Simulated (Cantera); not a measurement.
Input: 1 mol BF₃, 2.1 mol H₂, 8.1 mol O₂, at 848.15 K and 0.133 bar.

Cantera equilibrium calculation (NASA polynomials, part measured and part estimated; ideal gas, pure solids and liquids). Candidate condensed phases: B, B₂O₃, B₃O₃H₃, H₂O; 43 gas species. Gases not in the tables: H₃BO₃. Kinetics and transport are ignored.

Base state: O₂ 0.688, H₂O 0.170, BF₃ 0.0706, HF 0.0641, B₃O₃F₃ 0.00557, (HBO₂)₃ 0.00172 (mole fractions); condensed: B₂O₃(l).

What changes in the equilibrium state with this change: O₂ from 8.1 to 0.1 mol?


| species | before | after |
|---|---|---|
| H₂ | <1e-9 | 0.607 |
| BF₃ | 0.0706 | 0.292 |
| HF | 0.0641 | 0.0553 |
| O₂ | 0.688 | <1e-9 |
| H₂O | 0.170 | 0.0362 |
| (HBO₂)₃ | 0.00172 | 4.21e-5 |
| B₃O₃F₃ | 0.00557 | 0.00916 |
| B₂O₃(l), mol | 0.0260 | 0 |
